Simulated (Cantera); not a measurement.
Feed: 1 mol C3H8, 0.05 mol O2, 2.2 mol N2, 0.13 mol NH3, equilibrated at 1975 °C and 970000 Pa.

Cantera equilibrium calculation (NASA polynomials, part measured and part estimated; ideal gas, pure solids and liquids). Candidate condensed phases: C, C6H6, C7H8, C8H18, H2O; 136 gas species. Rates play no part.

Question: What is the equilibrium state?

Answer: 
| Quantity | Value |
|---|---|
| x(H2) | 0.626 |
| x(N2) | 0.337 |
| x(HCN) | 0.0161 |
| x(CO) | 0.0152 |
| x(C2H2 (acetylene)) | 0.00207 |
| x(H) | 0.00187 |
| x(HNC) | 0.00136 |
| x(CH4) | 0.000903 |
| x(CH3) | 5.11e-5 |
| n(C(graphite)) | 2.75 mol |
| gas amount | 6.560 mol |
